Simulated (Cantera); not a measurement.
**Ignition delay**

Mixture: 12.0 % CH₄, 18.5 % O₂, 69.5 % N₂, equivalence ratio 1.3, at 1.00 bar, adiabatic and at constant volume. Ignition delay is the time to a rise of 400 K.

Cantera simulation using GRI-Mech 3.0 (53 species, 325 reactions); the numbers are that mechanism's predictions, not measurements.

```csv
T0 (K),delay (ms)
1100,229
1175,72.1
1250,24.8
1325,9.22
1400,3.68
1475,1.59
```

| Item | Result |
|---|---|
| apparent activation energy between 1325 and 1475 K | 190 kJ/mol |
